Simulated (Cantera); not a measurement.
A freely propagating, adiabatic, planar premixed flame of H2 : O2 : N2 = 1 : 0.455 : 1.71 (molar parts), equivalence ratio 1.1, unburnt at 475 K and 260000 Pa; mixture-averaged transport, grid criteria slope 0.08 and curve 0.16, no radiation.

Detailed kinetics in Cantera: the H2/O2 subset of GRI-Mech 3.0, which has no nitrogen chemistry. The hydrogen kinetics of GRI-Mech 3.0 are dated; newer H2 mechanisms differ, most at raised pressure. Burning velocities carry a grid error of a few per cent, more on coarse grids.

**Question.** What does this change do: N2 1.71 to 2.2 parts?

**Answer.** 
| quantity | before | after |
|---|---|---|
| laminar burning velocity | 531 cm/s | 389 cm/s |
| thermal thickness | 0.122 mm | 0.131 mm |
| peak x(H2O2) | 7.64e-5 | 6.99e-5 |
| peak x(H) | 0.0450 | 0.0325 |
| peak x(O) | 0.00894 | 0.00601 |
| peak x(HO2) | 0.000738 | 0.000620 |
